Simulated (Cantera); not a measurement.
What does this Cantera script print?

```python
import numpy as np
import cantera as ct

gas_names = """
    Fe FeO Fe(OH)2 H HO2 H2 H2O H2O2 H2S H2SO4 O OH O2 O3 S SH SO SO2 SO3 S2 S2O S8
""".split()
cond_names = """
    Fe(a) Fe(c) Fe(d) Fe(L) FeO(s) FeO(L) Fe(OH)2(s) Fe(OH)3(s) FeS(a) FeS(b) FeS(c) FeS(L) FeSO4(s)
    FeS2(s) Fe2O3(s) Fe2S3O12(s) Fe3O4(s) H2O(s) H2O(L) H2SO4(L) S(cr1) S(cr2) S(L)
""".split()


def load(file, names, dense=False):
    # The tables refer to 1 bar. Condensed volumes are neglected.
    table = {s.name: s for s in ct.Species.list_from_file(file)}
    out = []
    for n in names:
        d = dict(table[n].input_data)
        d["thermo"] = dict(d["thermo"], **{"reference-pressure": 1e5})
        if dense:
            d["equation-of-state"] = {"model": "constant-volume", "density": "1e6 g/cm^3"}
        out.append(ct.Species.from_dict(d))
    return out


gas = ct.Solution(thermo="ideal-gas", species=load("nasa_gas.yaml", gas_names))
cond = {s.name: ct.Solution(thermo="fixed-stoichiometry", species=[s], name=s.name)
        for s in load("nasa_condensed.yaml", cond_names, dense=True)}
atoms = {
    'FeS': {'Fe': 1, 'S': 1},
    'SO2': {'S': 1, 'O': 2},
    'H2O': {'H': 2, 'O': 1},
}
top_T = {'FeSO4(s)': 950, 'FeS2(s)': 1010, 'Fe2O3(s)': 1830, 'Fe2S3O12(s)': 1100, 'Fe3O4(s)': 1870}  # K; cautious upper limits of use, not melting points


def equilibrate(T, P, feed):
    n = {}
    for name, mol in feed.items():
        for a, k in atoms[name].items():
            n[a] = n.get(a, 0.0) + k * mol
    gas.TPX = T, P, n
    mass = sum(n.values()) * gas.mean_molecular_weight
    gas.equilibrate("TP")
    valid = [c for c in cond.values() if c.min_temp <= T <= top_T.get(c.name, c.max_temp)]
    mix = ct.Mixture([(gas, mass / gas.mean_molecular_weight)] + [(c, 0.0) for c in valid])
    mix.T, mix.P = T, P
    mix.equilibrate("TP", solver="vcs", rtol=1e-11, max_steps=5000)
    return mix


results = []
feed = {'FeS': 1, 'SO2': 0.062, 'H2O': 8.2}  # mol
P = 1000  # Pa
for T in [725, 825, 925, 1025, 1125, 1225, 1325, 1425, 1525, 1625, 1725]:
    mix = equilibrate(T, P, feed)
    results.append((T, P, feed, dict(zip(mix.species_names, mix.species_moles))))
    x = sorted(zip(gas.X, gas.species_names), reverse=True)
    print(f"T = {T:g} K  P = {P:g} Pa  gas = {mix.phase_moles(0):.4g} mol")
    print("   x: " + "  ".join(f"{s} {v:.3e}" for v, s in x if v > 0.0001))
    print("   condensed (mol): " + ("  ".join(f"{mix.phase(i).name} {mix.phase_moles(i):.4g}"
          for i in range(1, mix.n_phases) if mix.phase_moles(i) > 1e-12) or "none"))
```

Output:

```
T = 725 K  P = 1000 Pa  gas = 8.23 mol
   x: H2O 9.884e-01  H2S 7.186e-03  SO2 3.500e-03  H2 8.239e-04  S2 1.197e-04
   condensed (mol): FeS(c) 0.8295  FeS2(s) 0.07129  Fe3O4(s) 0.03308
T = 825 K  P = 1000 Pa  gas = 8.263 mol
   x: H2O 9.812e-01  H2S 8.255e-03  SO2 7.198e-03  H2 2.938e-03  S2 4.435e-04
   condensed (mol): FeS(c) 0.9269  Fe3O4(s) 0.02437
T = 925 K  P = 1000 Pa  gas = 8.279 mol
   x: H2O 9.723e-01  H2 9.101e-03  H2S 9.049e-03  SO2 8.558e-03  S2 9.307e-04
   condensed (mol): FeS(c) 0.9006  Fe3O4(s) 0.03312
T = 1025 K  P = 1000 Pa  gas = 8.311 mol
   x: H2O 9.550e-01  H2 2.168e-02  SO2 1.140e-02  H2S 9.934e-03  S2 1.929e-03
   condensed (mol): FeS(c) 0.8522  Fe3O4(s) 0.04926
T = 1125 K  P = 1000 Pa  gas = 8.366 mol
   x: H2O 9.267e-01  H2 4.260e-02  SO2 1.599e-02  H2S 1.074e-02  S2 3.826e-03
   condensed (mol): FeS(c) 0.7732  Fe3O4(s) 0.07558
T = 1225 K  P = 1000 Pa  gas = 8.508 mol
   x: H2O 8.736e-01  H2 7.556e-02  SO2 2.499e-02  H2S 1.462e-02  S2 1.090e-02  SO 1.562e-04  SH 1.220e-04
   condensed (mol): FeO(s) 0.4645  FeS(c) 0.5355
T = 1325 K  P = 1000 Pa  gas = 8.7 mol
   x: H2O 7.983e-01  H2 1.252e-01  SO2 3.169e-02  S2 2.486e-02  H2S 1.873e-02  SO 5.315e-04  SH 4.116e-04  S2O 1.835e-04
   condensed (mol): FeO(s) 0.8207  FeS(c) 0.1793
T = 1425 K  P = 1000 Pa  gas = 8.851 mol
   x: H2O 7.435e-01  H2 1.670e-01  SO2 4.116e-02  S2 3.031e-02  H2S 1.548e-02  SO 1.379e-03  SH 8.425e-04  S2O 2.367e-04
   condensed (mol): FeO(s) 0.9999
T = 1525 K  P = 1000 Pa  gas = 8.938 mol
   x: H2O 7.098e-01  H2 1.969e-01  SO2 5.325e-02  S2 2.536e-02  H2S 1.011e-02  SO 2.935e-03  SH 1.262e-03  S2O 2.305e-04  H 1.050e-04
   condensed (mol): FeO(s) 0.9998
T = 1625 K  P = 1000 Pa  gas = 9.02 mol
   x: H2O 6.773e-01  H2 2.243e-01  SO2 6.451e-02  S2 1.948e-02  H2S 6.502e-03  SO 5.447e-03  SH 1.692e-03  H 3.341e-04  S 2.169e-04  S2O 2.042e-04
   condensed (mol): FeO(s) 0.9995
T = 1725 K  P = 1000 Pa  gas = 9.098 mol
   x: H2O 6.482e-01  H2 2.475e-01  SO2 7.385e-02  S2 1.353e-02  SO 8.948e-03  H2S 4.052e-03  SH 2.036e-03  H 9.239e-04  S 4.593e-04  Fe 1.674e-04  S2O 1.634e-04  OH 1.333e-04
   condensed (mol): FeO(L) 0.9979
```

Equilibrium computed with Cantera from the NASA thermochemical tables; the gas is ideal and each condensed phase is pure. Metal and sulfide melt together well below either melting point, which pure phases cannot show. Mutual solubility and eutectic melting of coexisting phases are not modelled. The tables' stoichiometric FeO is somewhat more stable than real wüstite, so its field is too wide. FeO, FeS: taken at fixed stoichiometry. Gases not in the tables: S3 to S7.
